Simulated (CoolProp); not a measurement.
R1336mzz(Z) along the isobar 0.277 MPa: density (kg/m³) from the reference equation and from simpler models built on Tc = 444.5 K, pc = 2.904 MPa, ω = 0.386; each cubic takes its own stable root.

The numbers come from the reference Helmholtz-energy equation of state, McLinden 2020 in CoolProp.

```tsv
T (K)	phase	reference
303.3	liquid	1352
321.3	liquid	1303
339.3	gas	17.92
357.4	gas	16.65
375.4	gas	15.60
393.4	gas	14.71
411.4	gas	13.94
429.4	gas	13.25
447.4	gas	12.64
465.5	gas	12.09
483.5	gas	11.60
```

Task: How far does each simpler model (van der Waals, Soave-Redlich-Kwong, Peng-Robinson) lie from the reference over these 11 states: mean and median of the absolute difference, and the worst?

Result: 
- van der Waals: mean 19.3 %, median 1.7 %, worst -98.6 % at 321.3 K and 0.277 MPa
- Soave-Redlich-Kwong: mean 3.1 %, median 0.4 %, worst -14.9 % at 321.3 K and 0.277 MPa
- Peng-Robinson: mean 0.9 %, median 0.2 %, worst -3.6 % at 321.3 K and 0.277 MPa

At some of these states van der Waals gives the other phase, because its saturation line lies elsewhere.
